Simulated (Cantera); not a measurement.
# NO annealing gas

An isothermal, constant-pressure homogeneous reactor starts with 93.9 % NO, 6.06 % N2, at 1775 K and 33.0 Torr.

Computed with Cantera and GRI-Mech 3.0 (53 species, 325 reactions). Radical loss at walls, strong at low pressure, is not modelled.

| t (s) | x NO | x N2O | x O | x O2 | x N2 | x NO2 |
|---|---|---|---|---|---|---|
| 6.00e-6 | 0.939 | 4.30e-8 | 4.29e-8 | 2.43e-12 | 0.0606 | 3.06e-11 |
| 2.54e-5 | 0.939 | 1.82e-7 | 1.81e-7 | 4.34e-11 | 0.0606 | 5.46e-10 |
| 0.000108 | 0.939 | 7.70e-7 | 7.62e-7 | 7.62e-10 | 0.0606 | 9.56e-9 |
| 0.000456 | 0.939 | 3.25e-6 | 3.11e-6 | 1.34e-8 | 0.0606 | 1.65e-7 |
| 0.00193 | 0.939 | 1.36e-5 | 1.15e-5 | 2.38e-7 | 0.0606 | 2.55e-6 |
| 0.00818 | 0.939 | 5.38e-5 | 3.19e-5 | 5.69e-6 | 0.0606 | 2.56e-5 |
| 0.0346 | 0.939 | 0.000174 | 5.28e-5 | 0.000121 | 0.0607 | 7.42e-5 |
| 0.147 | 0.937 | 0.000310 | 6.33e-5 | 0.000942 | 0.0615 | 8.81e-5 |
| 0.621 | 0.929 | 0.000314 | 7.08e-5 | 0.00474 | 0.0653 | 0.000106 |
| 2.63 | 0.897 | 0.000284 | 9.33e-5 | 0.0207 | 0.0813 | 0.000160 |
| 11.1 | 0.773 | 0.000195 | 0.000149 | 0.0828 | 0.144 | 0.000260 |
| 47.2 | 0.430 | 5.44e-5 | 0.000238 | 0.254 | 0.315 | 0.000258 |
| 200 | 0.0750 | 1.57e-6 | 0.000303 | 0.432 | 0.493 | 5.95e-5 |
x: mole fraction; the columns are a selection and need not sum to one.

Equilibrium at this temperature and pressure: NO 0.00468, N2O 4.63e-8, O 0.000314, O2 0.467, N2 0.528, NO2 3.86e-6 (gas phase only).
